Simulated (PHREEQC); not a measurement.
PHREEQC input (ion-association model, wateq4f.dat):

```
SOLUTION_MASTER_SPECIES
  An  An-  0  An  62.0  # stands for a non-complexing anion
SOLUTION_SPECIES
  An- = An-
    -log_k 0
    -gamma 3.0 0
PHASES
  Fix_H+
    H+ = H+
    -log_k 0
SOLUTION 1
  temp 25
  units mmol/kgw
  pH 7 charge
  Cl 0.0064
  Mn(2) 0.002
  Sr 0.0012
  Na 5
  An 5
END
SELECTED_OUTPUT 1
  -reset false
  -pH true
  -pe true
  -ionic_strength true
  -water true
  -totals Cl Mn Na Sr Mn(2) Mn(3) Mn(6) Mn(7)
  -molalities Hfo_wOH Hfo_wOH2+ Hfo_wO- Hfo_sOH Hfo_sOH2+ Hfo_sO- Hfo_sOMn+ Hfo_wOMn+ Hfo_sOHSr+2 Hfo_wOSr+
    Hfo_wOSrOH
  -saturation_indices Pyrochroite Halite
USER_PUNCH 1
  -headings sigma psi
  10 PUNCH EDL("sigma", "Hfo"), EDL("psi", "Hfo")
PRINT
  -reset false
USE solution 1
SURFACE 1
  Hfo_wOH 0.000629213 600 0.28
  Hfo_sOH 1.57303e-05
EQUILIBRIUM_PHASES 1
  Fix_H+ -4 HAn 10
    -force_equality true
END
# ... the last block is repeated for the other 12 points of pH, with NaOH or the acid as the point needs
```

Selected output (columns that matter, 11 of 13 rows; pH added in front):

```
pH	mu	Mn	Na	Sr	m_Hfo_wOH	m_Hfo_wOH2+	m_Hfo_wO-	m_Hfo_sOH	m_Hfo_sOH2+	m_Hfo_sO-	si_Pyrochroite	si_Halite	sigma	psi
4	0.0052768	2e-06	0.005	1.2e-06	0.00030394	0.00031863	6.6421e-06	7.5986e-06	7.9656e-06	1.6605e-07	-13.029	-9.1444	0.18367	0.19341
4.5	0.0051582	1.9998e-06	0.005	1.2e-06	0.00037784	0.00023761	1.3764e-05	9.4458e-06	5.9402e-06	3.4409e-07	-12.027	-9.1437	0.13178	0.17696
5	0.0050992	1.9986e-06	0.005	1.2e-06	0.00042802	0.00017756	2.3636e-05	1.0699e-05	4.4386e-06	5.9085e-07	-11.027	-9.1433	0.09062	0.15807
6	0.0050432	1.9173e-06	0.005	1.1998e-06	0.00047256	0.00011025	4.6404e-05	1.1754e-05	2.7421e-06	1.1542e-06	-9.0446	-9.143	0.037628	0.1137
6.5	0.005028	1.4732e-06	0.005	1.1989e-06	0.00047925	9.3914e-05	5.6028e-05	1.1592e-05	2.2716e-06	1.3552e-06	-8.1589	-9.1429	0.022591	0.088606
7	0.0050162	5.0056e-07	0.005	1.192e-06	0.0004819	8.3683e-05	6.3575e-05	1.0933e-05	1.8985e-06	1.4423e-06	-7.6276	-9.1428	0.012682	0.062133
7.5	0.0050089	7.1949e-08	0.005	1.1372e-06	0.00048277	7.7319e-05	6.9055e-05	1.0595e-05	1.6969e-06	1.5155e-06	-7.4701	-9.1428	0.00603	0.034633
8	0.0050074	8.1348e-09	0.0050039	8.135e-07	0.00048294	7.2666e-05	7.3528e-05	1.0309e-05	1.5511e-06	1.5695e-06	-7.4174	-9.1425	0.0010789	0.0066587
9	0.0050253	1.0059e-10	0.0050332	3.3785e-08	0.00048188	6.3632e-05	8.36e-05	9.6985e-06	1.2807e-06	1.6826e-06	-7.3334	-9.14	-0.0092236	-0.049143
9.5	0.0050558	1.1637e-11	0.005071	4.2189e-09	0.0004799	5.7572e-05	9.164e-05	9.6382e-06	1.1563e-06	1.8405e-06	-7.289	-9.137	-0.017452	-0.076256
10	0.0051408	1.5434e-12	0.005167	5.7173e-10	0.00047494	4.9257e-05	0.00010491	9.5389e-06	9.8928e-07	2.107e-06	-7.2213	-9.1293	-0.030097	-0.10209
```
